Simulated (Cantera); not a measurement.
A closed system holds: 1 mol (CH₃)₂SiCl₂, 0.58 mol C₃H₈, 2.5 mol H₂, at 2273 K and 1.00 bar.

These are equilibrium values from Cantera (NASA tables, ideal gas, pure condensed phases), not measurements of a reactor. The feed counts by its element totals alone. The tables' values for SiCl₃, SiCl are old estimates; treat these amounts as uncertain. Gases not in the tables: Si₂H₆ and higher silanes. Kinetics and transport are ignored.

```tsv
species	before	after
H₂	0.776	0.837
HCl	0.199	0.0925
SiCl₄	4.87e-6	0.0345
SiCl₂	0.0122	1.41e-5
CH₄	0.000136	0.0322
Cl	0.00137	1.28e-9
H	0.00740	1.28e-8
C₂H₂ (acetylene)	0.00293	6.01e-9
SiCl	0.000205	<1e-9
Si	9.73e-5	<1e-9
SiH₂	4.29e-5	<1e-9
C(graphite), mol	2.80	2.79
SiC(s), mol	0.886	0.682
```
Gas species are given as mole fractions.

Which change was made?
A) temperature from 2273 K to 1400 K
B) temperature from 2273 K to 1073 K
C) pressure from 1.00 bar to 10.0 mbar
D) temperature from 2273 K to 1175 K

B, temperature from 2273 K to 1073 K. The tables' values for SiCl₃ are old estimates; treat these amounts as uncertain
